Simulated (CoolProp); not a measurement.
Octamethyltrisiloxane (MDM) along the isobar 101 kPa: Z from the reference equation and from simpler models built on Tc = 292.2 °C, pc = 1438 kPa, ω = 0.528; each cubic takes its own stable root.

The numbers come from the reference Helmholtz-energy equation of state, Thol 2017 in CoolProp.

| T (°C) | phase | reference |
|---|---|---|
| 73.55 | liquid | 0.01083 |
| 78.35 | liquid | 0.01075 |
| 83.15 | liquid | 0.01068 |
| 87.85 | liquid | 0.01061 |
| 92.65 | liquid | 0.01054 |
| 97.45 | liquid | 0.01048 |
| 102.25 | liquid | 0.01042 |
| 107.05 | liquid | 0.01036 |
| 111.85 | liquid | 0.01031 |
| 116.55 | liquid | 0.01026 |
| 121.35 | liquid | 0.01022 |
| 126.15 | liquid | 0.01017 |
| 130.95 | liquid | 0.01013 |

How far does each simpler model (van der Waals, Redlich-Kwong, Soave-Redlich-Kwong, Peng-Robinson) lie from the reference over these 13 states: mean and median of the absolute difference, and the worst?


- van der Waals: mean 8929.3 %, median 8948.9 %, worst +9298.8 % at 130.95 °C and 101 kPa
- Redlich-Kwong: mean 2794.8 %, median 18.3 %, worst +9134.9 % at 130.95 °C and 101 kPa
- Soave-Redlich-Kwong: mean 9.8 %, median 9.7 %, worst +10.2 % at 73.55 °C and 101 kPa
- Peng-Robinson: mean 2.7 %, median 2.8 %, worst -3.1 % at 130.95 °C and 101 kPa

At some of these states van der Waals, Redlich-Kwong gives the other phase, because its saturation line lies elsewhere.
